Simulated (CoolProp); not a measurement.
The numbers come from the reference Helmholtz-energy equation of state, Lemmon 2005 in CoolProp. It is a short technical equation, of lower accuracy than the large ones.

For 1-butene, give the phase and the density (kg/m³), cv (kJ/(kg K)), isothermal compressibility (1/MPa), fugacity coefficient at 457.3 K and 50.1 bar.


- 457.3 K and 50.1 bar: supercritical; density 129, cv 2.16, isothermal compressibility 0.397, fugacity coefficient 0.691
